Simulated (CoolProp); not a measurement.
A closed Brayton cycle with nitrogen: compressor inlet 308.15 K and 2.1 MPa, high pressure 5.98 MPa, turbine inlet 640 K, compressor efficiency 0.85, turbine efficiency 0.93, recuperator effectiveness 0 (on enthalpy, no pinch check). Each further row changes one setting.

Values from CoolProp's reference Helmholtz-energy equation of state, Span 2000.

| case | thermal efficiency (%) | net work (kJ/kg) | compressor to turbine work | compressor exit (K) | turbine exit (K) |
|---|---|---|---|---|---|
| as stated | 13.6 | 30.4 | 0.81 | 435.3 | 489.1 |
| turbine inlet 590 K | 10.3 | 17.4 | 0.88 | 435.3 | 449.8 |
| compressor inlet 318.15 K | 12.5 | 25.9 | 0.84 | 449.2 | 489.1 |
| high pressure 5.08 MPa | 12.8 | 31.4 | 0.78 | 412.9 | 510.1 |
| recuperator effectiveness 0.5 | 15.6 | 30.4 | 0.81 | 435.3 | 489.1 |
